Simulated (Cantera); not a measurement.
Input: 1 mol AlN, 0.016 mol N2, equilibrated at 0.0130 bar.

Method: chemical equilibrium by Gibbs-energy minimisation in Cantera with the NASA 1993 tables (ideal gas, pure condensed phases). Candidate condensed phases: Al, AlN; 5 gas species. Kinetics and transport are ignored.

x: gas mole fraction; n: condensed amount in mol.

| T (°C) | x N2 | x Al | x Al2 | x N | x AlN | n AlN(s) |
|---|---|---|---|---|---|---|
| 1352 | 1.000 | 2.11e-6 | <1e-12 | 1.02e-11 | <1e-12 | 1.00 |
| 1427 | 1.000 | 1.68e-5 | 7.02e-12 | 4.88e-11 | <1e-12 | 1.00 |
| 1502 | 1.000 | 0.000112 | 1.85e-10 | 2.04e-10 | <1e-12 | 1.000 |
| 1577 | 0.999 | 0.000636 | 3.74e-9 | 7.62e-10 | 4.94e-12 | 1.000 |
| 1652 | 0.997 | 0.00316 | 5.94e-8 | 2.57e-9 | 3.99e-11 | 1.000 |
| 1727 | 0.986 | (withheld) | (withheld) | (withheld) | (withheld) | 1.000 |
| 1802 | 0.944 | (withheld) | (withheld) | (withheld) | (withheld) | 0.999 |
| 1877 | 0.780 | 0.220 | 9.30e-5 | 5.24e-8 | 8.67e-9 | 0.995 |
| 1952 | 0.341 | 0.659 | 0.000600 | 8.57e-8 | 2.46e-8 | 0 |
| 2027 | 0.341 | 0.659 | 0.000442 | 2.00e-7 | 3.46e-8 | 0 |

Some entries are withheld; supply them.


- 1727, x Al: 0.0139
- 1727, x Al2: 7.71e-7
- 1727, x N: 7.86e-9
- 1727, x AlN: 2.75e-10
- 1802, x Al: 0.0561
- 1802, x Al2: 8.56e-6
- 1802, x N: 2.18e-8
- 1802, x AlN: 1.64e-9
